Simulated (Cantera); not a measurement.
An isothermal, constant-pressure homogeneous reactor starts with 37.0 % NO, 63.0 % N₂, at 1823 K and 0.860 bar.

Detailed kinetics in Cantera: GRI-Mech 3.0 (53 species, 325 reactions).

x: mole fraction; the columns are a selection and need not sum to one.

```
t (s)       x NO      x O   x N₂     x NO₂      x O₂    x N₂O
--------  ------  -------  -----  --------  --------  -------
2.00e-5    0.370  5.01e-7  0.630   1.72e-7   1.05e-9  6.65e-7
5.11e-5    0.370  8.90e-7  0.630   8.43e-7   5.56e-9  1.68e-6
0.000130   0.370  1.30e-6  0.630   3.21e-6   2.68e-8  4.21e-6
0.000333   0.370      ___  0.630       ___       ___      ___
0.000850   0.370      ___  0.630       ___       ___      ___
0.00217    0.370  7.95e-6  0.630   7.30e-5   1.31e-5  4.17e-5
0.00554    0.370  1.15e-5  0.630  0.000114  0.000102  5.60e-5
0.0141     0.369  1.22e-5  0.630  0.000122  0.000401  5.82e-5
0.0361     0.368  1.31e-5  0.631  0.000131   0.00117  5.76e-5
0.0922     0.364  1.49e-5  0.633  0.000150   0.00313  5.63e-5
0.235      0.354  1.88e-5  0.638  0.000186   0.00801  5.30e-5
0.601      0.330  2.58e-5  0.650  0.000242    0.0197  4.59e-5
1.53       0.280  3.64e-5  0.675  0.000295    0.0450  3.25e-5
3.92       0.194  4.95e-5  0.718  0.000280    0.0881  1.55e-5
10.0      0.0953  6.10e-5  0.767  0.000171     0.137  3.84e-6
```

Complete the blanks.


- 0.000333, x O: 2.01e-6
- 0.000333, x NO₂: 9.99e-6
- 0.000333, x O₂: 1.45e-7
- 0.000333, x N₂O: 1.02e-5
- 0.000850, x O: 3.88e-6
- 0.000850, x NO₂: 2.88e-5
- 0.000850, x O₂: 1.17e-6
- 0.000850, x N₂O: 2.26e-5
